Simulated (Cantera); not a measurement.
Cantera run, input and output.

```python
import numpy as np
import cantera as ct

gas = ct.Solution("gri30.yaml")
gas.TPX = 575, 100000, {'CH4': 1, 'H2': 0.38, 'O2': 4.06, 'N2': 15.2}
inlet = ct.Reservoir(gas, clone=True)
gas.equilibrate("HP")  # start burning
reactor = ct.IdealGasConstPressureReactor(gas, energy="on", clone=False)
exhaust = ct.Reservoir(gas, clone=True)
tau = [0.15, 0.065, 0.027, 0.012, 0.0049, 0.0021, 0.00087, 0.00036, 0.00015, 6.5e-05, 2.7e-05, 1.2e-05, 4.9e-06][0]
for a, b in ((inlet, reactor), (reactor, exhaust)):
    ct.MassFlowController(a, b, mdot=lambda t: reactor.mass / tau)
net = ct.ReactorNet([reactor])
show = ['CH4', 'H2', 'O2', 'CO', 'C2H2', 'CO2', 'HCN']

rows = []
print(f"{'tau/s':>10s}{'T/K':>9s}" + "".join(f"{s:>11s}" for s in show))
for tau in [0.15, 0.065, 0.027, 0.012, 0.0049, 0.0021, 0.00087, 0.00036, 0.00015, 6.5e-05, 2.7e-05, 1.2e-05, 4.9e-06]:
    net.initial_time = 0.0
    net.advance(30 * tau)
    before = gas.X
    net.advance(40 * tau)
    drift = np.max(np.abs(gas.X - before) / (gas.X + 1e-9))
    rows.append([gas.T, *gas[show].X, drift])
    print(f"{tau:10.3e}{gas.T:9.1f}" + "".join(f"{x:11.3e}" for x in gas[show].X))
```

Output:

```
     tau/s      T/K        CH4         H2         O2         CO       C2H2        CO2        HCN
 1.500e-01   1789.4  6.536e-06  7.702e-05  9.122e-02  2.019e-04  3.443e-10  4.867e-02  3.449e-09
 6.500e-02   1786.0  1.126e-05  1.279e-04  9.120e-02  3.478e-04  6.104e-10  4.850e-02  4.101e-09
 2.700e-02   1780.2  1.965e-05  2.225e-04  9.120e-02  6.207e-04  9.870e-10  4.820e-02  5.175e-09
 1.200e-02   1771.7  3.272e-05  3.713e-04  9.126e-02  1.058e-03  1.436e-09  4.772e-02  6.802e-09
 4.900e-03   1756.5  5.789e-05  6.452e-04  9.146e-02  1.892e-03  2.111e-09  4.680e-02  1.013e-08
 2.100e-03   1733.5  1.016e-04  1.062e-03  9.192e-02  3.244e-03  3.135e-09  4.532e-02  1.615e-08
 8.700e-04   1696.2  1.920e-04  1.719e-03  9.298e-02  5.623e-03  5.360e-09  4.270e-02  2.751e-08
 3.600e-04   1638.6  4.068e-04  2.685e-03  9.540e-02  9.772e-03  1.215e-08  3.811e-02  4.722e-08
 1.500e-04   1546.4  1.141e-03  4.359e-03  1.016e-01  1.746e-02  5.365e-08  2.931e-02  8.345e-08
 6.500e-05    575.0  4.845e-02  1.841e-02  1.967e-01 -1.386e-15 -6.393e-20 -1.184e-15 -6.762e-21
 2.700e-05    575.0  4.845e-02  1.841e-02  1.967e-01 -2.160e-17 -9.961e-22 -1.844e-17 -1.053e-22
 1.200e-05    575.0  4.845e-02  1.841e-02  1.967e-01 -1.330e-19 -6.132e-24 -1.135e-19 -6.486e-25
 4.900e-06    575.0  4.845e-02  1.841e-02  1.967e-01 -8.399e-21 -3.873e-25 -7.171e-21 -4.097e-26
```

Model: GRI-Mech 3.0 (53 species, 325 reactions), integrated in Cantera.
